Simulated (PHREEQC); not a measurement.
Dissolve 0.22 mol/kgw H3PO4 and 0.0045 mol/kgw NaOH at 90 °C and 300 atm. Closed to the air; pH follows from the charge balance.

Equilibrium calculation in PHREEQC: ion-association model, phreeqc.dat.

```csv
quantity,before,after
pH,1.57,2.13
ionic strength (mol/kgw),0.0357,0.00860
```

### Question
What was changed between the two runs?
(A) diluted 10-fold with water
(B) 0.0037 mol/kgw Ca(OH)2 added
(C) H3PO4 left out
(D) NaOH from 0.0045 to 0.00675 mol/kgw

### Answer
A, diluted 10-fold with water

This is a speciation only: nothing precipitates in the calculation. Under pressure, the constants of complexes without a molar volume in the database are unreliable. Constants without temperature data keep their 25 °C values here.
